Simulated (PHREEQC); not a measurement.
Metal-bearing waste water: an equilibrium model

Make-up at 25 °C: 0.21 mol/kgw ZnSO4, 0.0041 mol/kgw H3AsO4, 0.15 mol/kgw NaH2PO4 and 0.00071 mol/kgw Na2SO4. Closed to the air; pH follows from the charge balance.

Computed with PHREEQC (ion-association model, wateq4f.dat).

Precipitation was switched off in this run.

Question: What pH, ionic strength, activity of water does the model give?

Answer: pH 3.60; ionic strength 0.565 mol/kgw; activity of water 0.990.

Question: In which forms is As present?

Answer: H2AsO4- 97 %, H3AsO4 3.1 % of the As.

The solution is supersaturated, for example in Zn3(PO4)2:4w, so a real one may precipitate; this is no full list. H3PO4, which wateq4f.dat lacks, is added to it with the constant of phreeqc.dat. The database has no phosphate complexes of Zn. The database has no arsenate complexes of Zn.
